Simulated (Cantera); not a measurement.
## Adiabatic ignition

An adiabatic, constant-pressure homogeneous reactor starts with 17.1 % CH4, 3.59 % CO, 15.6 % O2, 58.8 % N2, 4.95 % H2O, equivalence ratio 2.3, at 1100 K and 27.0 bar.

Detailed kinetics in Cantera: GRI-Mech 3.0 (53 species, 325 reactions). The pressure lies above the range GRI-Mech 3.0 was tuned for (to about 10 atm).

```tsv
t (s)	T (K)	x CH4	x CO	x O2	x H	x C2H	x H2O	x H2
1.00e-6	1100	0.171	0.0359	0.156	<1e-12	<1e-12	0.0495	7.72e-12
3.98e-6	1100	0.171	0.0359	0.156	<1e-12	<1e-12	0.0495	4.84e-11
1.58e-5	1100	0.171	0.0359	0.156	2.97e-12	<1e-12	0.0495	4.97e-10
6.31e-5	1100	0.171	0.0359	0.156	1.40e-11	<1e-12	0.0495	8.26e-9
0.000251	1100	0.171	0.0359	0.156	4.18e-11	<1e-12	0.0495	1.25e-7
0.00100	1100	0.171	0.0359	0.156	5.86e-11	<1e-12	0.0496	8.85e-7
0.00398	1102	0.171	0.0358	0.156	1.45e-10	<1e-12	0.0497	6.57e-6
0.0158	1174	0.161	0.0370	0.147	4.15e-8	<1e-12	0.0596	0.000831
0.0631	2017	2.29e-7	0.151	2.10e-9	0.000155	<1e-12	0.138	0.192
0.251	2017	2.26e-7	0.151	2.10e-9	0.000155	<1e-12	0.138	0.192
1.00	2017	2.26e-7	0.151	2.10e-9	0.000155	<1e-12	0.138	0.192
```
x: mole fraction; the columns are a selection and need not sum to one.

| Property | Result |
|---|---|
| time of steepest temperature rise | 16.5 ms |
| temperature at 1.00 s | 2017 K |
| equilibrium temperature | 2017 K |
| x(CH4) at 1.00 s | 2.26e-7 (gas-phase equilibrium 2.46e-7) |
| x(CO) at 1.00 s | 0.151 (gas-phase equilibrium 0.151) |
| x(O2) at 1.00 s | 2.10e-9 (gas-phase equilibrium 2.10e-9) |
